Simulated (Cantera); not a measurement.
A freely propagating, adiabatic, planar premixed flame of C2H4 : O2 : N2 : H2O = 1 : 3.19 : 9.57 : 1.3 (molar parts), unburnt at 400 K and 1.01 bar; mixture-averaged transport, grid criteria slope 0.08 and curve 0.16, no radiation.

Detailed kinetics in Cantera: GRI-Mech 3.0 (53 species, 325 reactions). GRI-Mech 3.0 was tuned for natural gas; its chemistry of ethylene as a main component is partial and can be far from experiment. Burning velocities carry a grid error of a few per cent, more on coarse grids.

x: mole fraction of selected species; z is measured from the peak of heat release.

```
z (mm)   T (K)  u (m/s)   x C2H4    x O2   x H2O    x CH2      x OH    x HCN
-------  -----  -------  -------  ------  ------  -------  --------  -------
-0.704     400     1.39   0.0664   0.212  0.0863    <1e-8     <1e-8    <1e-8
-0.469     400     1.39   0.0663   0.212  0.0863    <1e-8     <1e-8    <1e-8
-0.352     401     1.40   0.0663   0.211  0.0863    <1e-8   2.00e-8    <1e-8
-0.235     413     1.44   0.0659   0.210  0.0871    <1e-8   4.67e-7    <1e-8
-0.117     [?]     2.39      [?]     [?]     [?]      [?]       [?]      [?]
-0.0587   1133     4.10   0.0365   0.150   0.133  1.15e-5  0.000812  3.87e-7
0         1571     5.78   0.0116   0.102   0.162  5.62e-5   0.00286  1.15e-6
0.0587    1811     6.72  0.00139  0.0696   0.178  5.65e-5   0.00673  1.89e-6
0.117     1896     7.02  6.98e-5  0.0536   0.183  1.06e-5    0.0101  1.41e-6
0.235     1964     7.21  8.92e-8  0.0424   0.183  6.53e-8    0.0127  3.07e-7
0.469     2047     7.45    <1e-8     [?]   0.183    <1e-8    0.0136      [?]
0.939     2143     7.74    <1e-8  0.0321   0.188    <1e-8    0.0134    <1e-8
1.88      2243     8.04    <1e-8  0.0284   0.195    <1e-8    0.0124    <1e-8
```

### Question
Complete the blanks.

### Answer

- -0.117, T (K): 672
- -0.117, x C2H4: 0.0577
- -0.117, x O2: 0.190
- -0.117, x H2O: 0.104
- -0.117, x CH2: 2.05e-7
- -0.117, x OH: 9.87e-5
- -0.117, x HCN: 8.18e-8
- 0.469, x O2: 0.0361
- 0.469, x HCN: 1.36e-8
